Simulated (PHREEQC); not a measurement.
Make-up at 20 °C: 0.23 mol/kgw NaH2PO4, 0.02 mol/kgw Na2B4O7 and 0.078 mol/kgw KCl. Closed to the air; pH follows from the charge balance.

The numbers come from PHREEQC with the ion-association model with the Debye-Hückel limiting law, phreeqc.dat.

Precipitation was switched off in this run.

Question: Predict the pH, ionic strength, activity of water.

Answer: pH 5.58; ionic strength 0.385 mol/kgw; activity of water 0.988.

Question: In which forms is P present?

Answer: H2PO4- 83 %, HPO4-2 17 % of the P.
